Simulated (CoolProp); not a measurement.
R11 along the isobar 26 MPa: density (kg/m³) from the reference equation and from simpler models built on Tc = 198.0 °C, pc = 4.408 MPa, ω = 0.189; each cubic takes its own stable root.

Values from CoolProp's reference Helmholtz-energy equation of state, Jacobsen 1992.

| T (°C) | phase | reference | van der Waals | Redlich-Kwong |
|---|---|---|---|---|
| 96.85 | liquid | 1391 | 965.2 | 1326 |
| 113.05 | liquid | 1358 | 951.4 | 1296 |
| 129.35 | liquid | 1323 | 937.4 | 1265 |
| 145.55 | liquid | 1287 | 923.2 | 1233 |
| 161.85 | liquid | 1251 | 908.8 | 1201 |
| 178.05 | liquid | 1214 | 894.3 | 1168 |
| 194.35 | liquid | 1177 | 879.6 | 1135 |
| 210.55 | supercritical | 1139 | 864.8 | 1102 |
| 226.85 | supercritical | 1101 | 849.7 | 1069 |
